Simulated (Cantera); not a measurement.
Feed: 1 mol SiCl4, 0.18 mol CH4, 1.9 mol H2, 0.12 mol C2H2, equilibrated at 775 °C and 7.50 Torr.

These are equilibrium values from Cantera (NASA tables, ideal gas, pure condensed phases), not measurements of a reactor. Candidate condensed phases: C, C6H6, C7H8, C8H18, Si, SiC; 109 gas species. The tables' values for SiCl3 are old estimates; treat these amounts as uncertain. Rates play no part.

Base state: H2 0.498, HCl 0.303, SiCl4 0.194, SiHCl3 0.00327, SiCl3 0.00146, SiCl2 0.000200, CH4 0.000145 (mole fractions); condensed: C(graphite) + SiC(s).

**Question.** What changes in the equilibrium state with this change: temperature from 775 °C to 1625 °C?

**Answer.** 
```tsv
species	before	after
HCl	0.303	0.594
H2	0.498	0.243
SiCl2	0.000200	0.145
SiCl4	0.194	0.000322
SiCl	<1e-9	0.000272
Cl	3.04e-8	0.00711
C(graphite), mol	0.148	0.0856
SiC(s), mol	0.272	0.334
```
The tables' values for SiCl3, SiCl are old estimates; treat these amounts as uncertain.
